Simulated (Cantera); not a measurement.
Input (Python, Cantera) and output of one run.

```python
import numpy as np
import cantera as ct

gas_names = """
    Ba BaF BaF2 BaOH BaO2H2 F FO FO2 F2 F2O H HF HNO HNO2 HNO3 HOF HO2 H2 H2F2 H2O H2O2 H3F3 H4F4 H5F5
    H6F6 H7F7 N NF NF2 NF3 NH NH2 NH3 NH2OH NO NO2 NO3 N2 N2H2 N2H4 N2O O OH O2 O3
""".split()
cond_names = """
    Ba(cr) Ba(L) BaF2(a) BaF2(b,c) BaF2(L) BaO(s) BaO(L) BaO2H2(s) BaO2H2(L) H2O(s) H2O(L)
""".split()


def load(file, names, dense=False):
    # The tables refer to 1 bar. Condensed volumes are neglected.
    table = {s.name: s for s in ct.Species.list_from_file(file)}
    out = []
    for n in names:
        d = dict(table[n].input_data)
        d["thermo"] = dict(d["thermo"], **{"reference-pressure": 1e5})
        if dense:
            d["equation-of-state"] = {"model": "constant-volume", "density": "1e6 g/cm^3"}
        out.append(ct.Species.from_dict(d))
    return out


gas = ct.Solution(thermo="ideal-gas", species=load("nasa_gas.yaml", gas_names))
cond = {s.name: ct.Solution(thermo="fixed-stoichiometry", species=[s], name=s.name)
        for s in load("nasa_condensed.yaml", cond_names, dense=True)}
atoms = {
    'BaF2': {'Ba': 1, 'F': 2},
    'H2O': {'H': 2, 'O': 1},
    'N2': {'N': 2},
    'HF': {'H': 1, 'F': 1},
}
top_T = {}  # K; cautious upper limits of use, not melting points


def equilibrate(T, P, feed):
    n = {}
    for name, mol in feed.items():
        for a, k in atoms[name].items():
            n[a] = n.get(a, 0.0) + k * mol
    gas.TPX = T, P, n
    mass = sum(n.values()) * gas.mean_molecular_weight
    gas.equilibrate("TP")
    valid = [c for c in cond.values() if c.min_temp <= T <= top_T.get(c.name, c.max_temp)]
    mix = ct.Mixture([(gas, mass / gas.mean_molecular_weight)] + [(c, 0.0) for c in valid])
    mix.T, mix.P = T, P
    mix.equilibrate("TP", solver="vcs", rtol=1e-11, max_steps=5000)
    return mix


results = []
feed = {'BaF2': 1, 'H2O': 0.23, 'N2': 3.6, 'HF': 0.82}  # mol
T = 1423.15  # K
P = 13000  # Pa
mix = equilibrate(T, P, feed)
results.append((T, P, feed, dict(zip(mix.species_names, mix.species_moles))))
print(gas.report(threshold=1e-05))
for i in range(1, mix.n_phases):
    print(f"{mix.phase(i).name:16s} {mix.phase_moles(i):12.5e} mol")
```

Result:

```
       temperature   1423.2 K
          pressure   13000 Pa
           density   0.028691 kg/m^3
  mean mol. weight   26.115 kg/kmol
   phase of matter   gas

                          1 kg             1 kmol
                     ---------------   ---------------
          enthalpy       -9.2821e+05        -2.424e+07  J
   internal energy       -1.3813e+06       -3.6073e+07  J
           entropy            9931.3        2.5935e+05  J/K
    Gibbs function       -1.5062e+07       -3.9334e+08  J
 heat capacity c_p            1327.1             34656  J/K
 heat capacity c_v            1008.7             26342  J/K

                      mass frac. Y      mole frac. X     chem. pot. / RT
                     ---------------   ---------------   ---------------
              BaF2        0.00034106        5.0801e-05           -121.32
                HF           0.13509           0.17633            -50.44
                H2        2.1357e-06        2.7664e-05           -30.986
               H2O          0.034099           0.04943           -51.566
                N2           0.83045           0.77414           -28.148
                O2         1.235e-05        1.0079e-05           -41.159
     [  +39 minor]        9.0584e-06        9.5979e-06

Ba(L)             0.00000e+00 mol
BaF2(a)           9.99764e-01 mol
BaO(s)            0.00000e+00 mol
BaO2H2(L)         0.00000e+00 mol
```

Cantera equilibrium calculation (NASA polynomials, part measured and part estimated; ideal gas, pure solids and liquids).
